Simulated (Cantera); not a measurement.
A Cantera script and what it prints.

```python
import numpy as np
import cantera as ct

gas_names = """
    H HNO HNO2 HNO3 HO2 H2 H2O H2O2 N NH NH2 NH3 NH2OH NO NO2 NO3 N2 N2H2 N2H4 N2O O OH O2 O3 Si SiH
    SiH2 SiH3 SiH4 SiN SiO SiO2 Si2 Si2N Si3
""".split()
cond_names = """
    H2O(s) H2O(L) Si(cr) Si(L) SiO2(Lqz) SiO2(hqz) SiO2(L) Si2N2O(s) Si3N4(a)
""".split()


def load(file, names, dense=False):
    # The tables refer to 1 bar. Condensed volumes are neglected.
    table = {s.name: s for s in ct.Species.list_from_file(file)}
    out = []
    for n in names:
        d = dict(table[n].input_data)
        d["thermo"] = dict(d["thermo"], **{"reference-pressure": 1e5})
        if dense:
            d["equation-of-state"] = {"model": "constant-volume", "density": "1e6 g/cm^3"}
        out.append(ct.Species.from_dict(d))
    return out


gas = ct.Solution(thermo="ideal-gas", species=load("nasa_gas.yaml", gas_names))
cond = {s.name: ct.Solution(thermo="fixed-stoichiometry", species=[s], name=s.name)
        for s in load("nasa_condensed.yaml", cond_names, dense=True)}
atoms = {
    'SiH4': {'Si': 1, 'H': 4},
    'O3': {'O': 3},
    'N2': {'N': 2},
}
top_T = {'Si2N2O(s)': 2100, 'Si3N4(a)': 2400}  # K; cautious upper limits of use, not melting points


def equilibrate(T, P, feed):
    n = {}
    for name, mol in feed.items():
        for a, k in atoms[name].items():
            n[a] = n.get(a, 0.0) + k * mol
    gas.TPX = T, P, n
    mass = sum(n.values()) * gas.mean_molecular_weight
    gas.equilibrate("TP")
    valid = [c for c in cond.values() if c.min_temp <= T <= top_T.get(c.name, c.max_temp)]
    mix = ct.Mixture([(gas, mass / gas.mean_molecular_weight)] + [(c, 0.0) for c in valid])
    mix.T, mix.P = T, P
    mix.equilibrate("TP", solver="vcs", rtol=1e-11, max_steps=5000)
    return mix


results = []
feed = {'SiH4': 1, 'O3': 0.21, 'N2': 160}  # mol
P = 1333.22  # Pa
for T in [675, 775, 875, 975, 1075, 1175, 1275, 1375, 1475, 1575, 1675, 1775, 1875, 1975]:
    mix = equilibrate(T, P, feed)
    results.append((T, P, feed, dict(zip(mix.species_names, mix.species_moles))))

top = {s: max(r[3][s] / sum(r[3][g] for g in gas_names) for r in results) for s in gas_names}
cols = sorted((s for s in top if top[s] > 0.001), key=lambda s: -top[s])[:6]
seen = [c for c in cond_names if any(r[3].get(c, 0) > 1e-12 for r in results)]
print("log10 of partial pressures in bar; condensed amounts in mol")
print(f"{'T/K':>10s}" + "".join(f"{s[:9]:>10s}" for s in cols + seen))
for T, P, feed, n in results:
    ng = sum(n[g] for g in gas_names)
    print(f"{T:10.4g}" + "".join(f"{np.log10(max(n[s] / ng * P / 1e5, 1e-99)):10.3f}" for s in cols)
          + "".join(f"{n.get(c, 0):10.4g}" for c in seen))
```

Result:

```
log10 of partial pressures in bar; condensed amounts in mol
       T/K        N2        H2       SiO        Si         H     Si(L) SiO2(Lqz) SiO2(hqz) Si2N2O(s)  Si3N4(a)
       675    -1.881    -3.782   -26.748   -44.370   -16.098         0   0.08666         0    0.4567         0
       775    -1.881    -3.782   -21.608   -36.619   -13.895         0   0.08666         0    0.4567         0
       875    -1.881    -3.782   -17.657   -30.648   -12.191         0         0   0.08664    0.4567         0
       975    -1.881    -3.782   -14.526   -25.907   -10.833         0         0   0.08663    0.4567         0
      1075    -1.881    -3.782   -11.986   -22.054    -9.725         0         0    0.0866    0.4567         0
      1175    -1.881    -3.782    -9.886   -18.863    -8.803         0         0   0.08657    0.4567         0
      1275    -1.881    -3.782    -8.120   -16.177    -8.024         0         0    0.0865    0.4567         0
      1375    -1.881    -3.782    -6.617   -13.887    -7.356         0         0   0.08551    0.4558         0
      1475    -1.881    -3.783    -5.322   -11.911    -6.779         0         0   0.06718    0.4375         0
      1575    -1.881    -3.784    -4.670    -9.714    -6.273         0         0         0      0.37         0
      1675    -1.881    -3.785    -4.668    -7.215    -5.828         0         0         0    0.3692         0
      1775    -1.882    -3.790    -4.286    -5.894    -5.433         0         0         0         0    0.1172
      1875    -1.883    -3.797    -4.287    -5.043    -5.082    0.2378         0         0         0         0
      1975    -1.883    -3.810    -4.288    -4.573    -4.769         0         0         0         0         0
```

Equilibrium computed with Cantera from the NASA thermochemical tables; the gas is ideal and each condensed phase is pure. N2 is the only nitrogen source here; it is nearly inert below about 1500 K, so the nitride shown seldom forms there in practice. Mutual solubility and eutectic melting of coexisting phases are not modelled. The tables' values for SiN are old estimates; treat these amounts as uncertain. The tables hold silica as quartz up to 1696 K and as liquid above; real silica turns to tridymite and cristobalite and melts near 1996 K.
